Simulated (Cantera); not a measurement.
Input: 1 mol Si, 0.13 mol O2, 27 mol H2, 0.17 mol CO, at 1.00 Torr.

Cantera equilibrium calculation (NASA polynomials, part measured and part estimated; ideal gas, pure solids and liquids). Candidate condensed phases: C, C6H6, C7H8, C8H18, H2O, Si, SiC, SiO2; 123 gas species. Mutual solubility and eutectic melting of coexisting phases are not modelled. The tables hold silica as quartz up to 1696 K and as liquid above; real silica turns to tridymite and cristobalite and melts near 1996 K. Gases not in the tables: Si2H6 and higher silanes. Equilibrium is a limit: real reactors are often held back by kinetics, nucleation or transport.

Question: What share of the Si ends up in condensed phases as a function of T (K), at 848, 948, 1048, 1148, 1248, 1348, 1448, 1548, 1648, 1748, 1848?

Answer: 
| T (K) | Si condensed (%) | as |
|---|---|---|
| 848 | 100.0 | Si(s) + SiC(s) + SiO2(β-quartz) |
| 948 | 100.0 | Si(s) + SiC(s) + SiO2(β-quartz) |
| 1048 | 100.0 | Si(s) + SiC(s) + SiO2(β-quartz) |
| 1148 | 99.8 | Si(s) + SiC(s) + SiO2(β-quartz) |
| 1248 | 95.9 | Si(s) + SiC(s) + SiO2(β-quartz) |
| 1348 | 57.6 | Si(s) + SiC(s) |
| 1448 | 57.9 | Si(s) + SiC(s) |
| 1548 | 58.3 | Si(s) + SiC(s) |
| 1648 | 58.2 | Si(s) + SiC(s) |
| 1748 | 56.7 | Si(l) + SiC(s) |
| 1848 | 48.0 | Si(l) + SiC(s) |
